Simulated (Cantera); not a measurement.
## Equilibrium for silicon nitride deposition: Si₂Cl₆ + NH₃ + H₂

Input: 1 mol Si₂Cl₆, 15 mol NH₃, 2.6 mol H₂, held at 390 Pa.

Cantera equilibrium calculation (NASA polynomials, part measured and part estimated; ideal gas, pure solids and liquids). Candidate condensed phases: NH₄Cl, Si, Si₃N₄; 28 gas species. The feed counts by its element totals alone. The tables' values for SiCl, SiCl₃, SiN are old estimates; treat these amounts as uncertain. Gases not in the tables: Si₂H₆ and higher silanes. The numbers say what is thermodynamically allowed, not how fast it happens.

From 1050 °C to 1350 °C the condensed part is Si₃N₄(s). At 1400 °C the condensed part is Si(s). From 1450 °C to 1700 °C the condensed part is Si(l). The main Si-bearing gas is SiCl₂ throughout. The share of Si in condensed phases is highest at 1050 °C (97.0 %) and lowest at 1700 °C (18.6 %).

| T (°C) | x H₂ | x N₂ | x HCl | x SiCl₂ | x H | x Si | n Si₃N₄(s) | n Si(s) | n Si(l) |
|---|---|---|---|---|---|---|---|---|---|
| 1050 | 0.646 | 0.181 | 0.171 | 0.00146 | 2.04e-5 | 2.68e-10 | 0.646 | 0 | 0 |
| 1100 | 0.647 | 0.182 | 0.167 | 0.00329 | 4.29e-5 | 2.64e-9 | 0.625 | 0 | 0 |
| 1150 | 0.649 | 0.184 | 0.160 | 0.00665 | 8.57e-5 | 2.20e-8 | 0.585 | 0 | 0 |
| 1200 | 0.652 | 0.187 | 0.148 | 0.0119 | 0.000164 | 1.58e-7 | 0.524 | 0 | 0 |
| 1250 | 0.656 | 0.191 | 0.133 | 0.0190 | 0.000300 | 9.93e-7 | 0.441 | 0 | 0 |
| 1300 | 0.661 | 0.195 | 0.116 | 0.0271 | 0.000529 | 5.52e-6 | 0.346 | 0 | 0 |
| 1350 | 0.665 | 0.199 | 0.0990 | 0.0354 | 0.000902 | 2.75e-5 | 0.248 | 0 | 0 |
| 1400 | 0.661 | 0.210 | 0.0862 | 0.0406 | 0.00148 | 0.000107 | 0 | 0.536 | 0 |
| 1450 | 0.659 | 0.210 | 0.0873 | 0.0400 | 0.00237 | 0.000252 | 0 | 0 | 0.549 |
| 1500 | 0.657 | 0.210 | 0.0891 | 0.0389 | 0.00369 | 0.000546 | 0 | 0 | 0.571 |
| 1550 | 0.654 | 0.210 | 0.0907 | 0.0377 | 0.00561 | 0.00113 | 0 | 0 | 0.578 |
| 1600 | 0.650 | 0.209 | 0.0921 | 0.0366 | 0.00833 | 0.00226 | 0 | 0 | 0.561 |
| 1650 | 0.644 | 0.208 | 0.0930 | 0.0353 | 0.0121 | 0.00435 | 0 | 0 | 0.502 |
| 1700 | 0.636 | 0.207 | 0.0934 | 0.0339 | 0.0172 | 0.00809 | 0 | 0 | 0.372 |
x: gas mole fraction; n: condensed amount in mol.
